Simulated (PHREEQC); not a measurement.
Make-up at 25 °C: 0.0012 mol/kgw NH4HF2, 0.012 mol/kgw (NH4)2SiF6 and 0.00012 mol/kgw HCl. Closed to the air; pH follows from the charge balance.

The numbers come from PHREEQC with the ion-association model, phreeqc.dat.

Problem. The ionic strength comes out as 0.0376 mol/kgw. What activity coefficients do HF2-, NH4+, Cl-, SiF6-2, H+ get?

Solution. HF2- 0.84, NH4+ 0.82, Cl- 0.83, SiF6-2 0.50, H+ 0.86.

This is a speciation only: nothing precipitates in the calculation. The solution is supersaturated, for example in Quartz (slow to form), Chalcedony (slow to form), so a real one may precipitate; this is no full list. Complexes and solids missing from the database can't appear. SiF6-2 is the database's only silicon fluoride.
